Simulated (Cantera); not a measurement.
Equilibrium for abatement and gas-phase synthesis: HBr + H₂O + O₂

Feed: 1 mol HBr, 0.046 mol H₂O, 8 mol O₂, held at 1 atm.

These are equilibrium values from Cantera (NASA tables, ideal gas, pure condensed phases), not measurements of a reactor. Candidate condensed phases: Br₂, H₂O; 12 gas species. Rates play no part.

```tsv
T (K)	log p O₂	log p Br	log p H₂O	log p Br₂	log p HBr	log p OH	log p O
725	-0.05	-4.80	-1.20	-1.24	-4.45	-10.10	<-11
875	-0.05	-3.59	-1.20	-1.24	-3.59	-8.10	-11.71
1025	-0.05	-2.74	-1.21	-1.25	-2.98	-6.68	-9.51
1175	-0.05	-2.12	-1.21	-1.28	-2.55	-5.62	-7.86
1325	-0.05	-1.66	-1.23	-1.36	-2.24	-4.81	-6.59
1475	-0.06	-1.35	-1.25	-1.53	-2.05	-4.17	-5.57
1625	-0.06	-1.16	-1.26	-1.81	-1.96	-3.65	-4.74
1775	-0.07	-1.07	-1.27	-2.17	-1.95	-3.21	-4.05
```
log p: log10 of the partial pressure in bar; nothing condenses.

From 725 K to 1775 K nothing is condensed.
